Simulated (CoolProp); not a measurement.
A single-stage vapour-compression cycle with dimethyl ether: evaporating at 243.15 K (dew point), condensing at 294.15 K (bubble point), superheat 0 K, subcooling 5 K, compressor efficiency 0.9, no pressure losses. Each further row changes one setting.

The numbers come from the reference Helmholtz-energy equation of state, Wu 2011 in CoolProp.

```json
[
 {"case": "as stated", "cooling COP": "3.68", "pressure ratio": "6.54", "discharge temperature (K)": "321.9", "refrigerating effect (kJ/kg)": "365", "volumetric capacity (kJ/m³)": "690"},
 {"case": "evaporating temperature 248.15 K", "cooling COP": "…", "pressure ratio": "…", "discharge temperature (K)": "318.0", "refrigerating effect (kJ/kg)": "371", "volumetric capacity (kJ/m³)": "862"},
 {"case": "condensing temperature 289.15 K", "cooling COP": "…", "pressure ratio": "…", "discharge temperature (K)": "…", "refrigerating effect (kJ/kg)": "377", "volumetric capacity (kJ/m³)": "712"},
 {"case": "subcooling 10 K", "cooling COP": "…", "pressure ratio": "6.54", "discharge temperature (K)": "321.9", "refrigerating effect (kJ/kg)": "377", "volumetric capacity (kJ/m³)": "712"},
 {"case": "superheat 10 K", "cooling COP": "3.65", "pressure ratio": "6.54", "discharge temperature (K)": "332.8", "refrigerating effect (kJ/kg)": "379", "volumetric capacity (kJ/m³)": "684"},
 {"case": "compressor efficiency 0.8", "cooling COP": "3.27", "pressure ratio": "6.54", "discharge temperature (K)": "329.4", "refrigerating effect (kJ/kg)": "365", "volumetric capacity (kJ/m³)": "690"}
]
```

Question: Fill in the missing entries.

Answer: 
- evaporating temperature 248.15 K, cooling COP: 4.24
- evaporating temperature 248.15 K, pressure ratio: 5.23
- condensing temperature 289.15 K, cooling COP: 4.16
- condensing temperature 289.15 K, pressure ratio: 5.62
- condensing temperature 289.15 K, discharge temperature (K): 315.1
- subcooling 10 K, cooling COP: 3.80
